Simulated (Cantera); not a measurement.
## SiCl₄ + H₂ (chlorosilane synthesis and conversion)

A closed system holds: 1 mol SiCl₄, 0.63 mol H₂, held at 850 °C and 0.133 bar.

Method: chemical equilibrium by Gibbs-energy minimisation in Cantera with the NASA 1993 tables (ideal gas, pure condensed phases). Candidate condensed phases: Si; 19 gas species. The tables' values for SiCl₃ are old estimates; treat these amounts as uncertain. Equilibrium is a limit: real reactors are often held back by kinetics, nucleation or transport.

```json
{
  "x(SiCl₄)": "0.542",
  "x(H₂)": "0.325",
  "x(HCl)": "0.0693",
  "x(SiHCl₃)": "0.0435",
  "x(SiCl₃)": "0.0148",
  "x(SiCl₂)": "0.00505",
  "x(SiH₂Cl₂)": "0.000428",
  "x(SiH₃Cl)": "1.13e-6",
  "gas_amount": "1.651 mol",
  "log10 activity of Si(s) (absent)": "-0.79"
}
```
